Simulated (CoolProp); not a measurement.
Values from CoolProp's reference Helmholtz-energy equation of state, de Reuck 1990.

Task: Give the vapour pressure (kPa), liquid density (kg/m³), vapour density (kg/m³), liquid cp (kJ/(kg K)) of saturated fluorine at -144.45 °C.

Result: 
```json
[
 {"T (°C)": "-144.45", "p (kPa)": "2580", "liquid density (kg/m³)": "1100", "vapour density (kg/m³)": "133", "liquid cp (kJ/(kg K))": "2.21"}
]
```
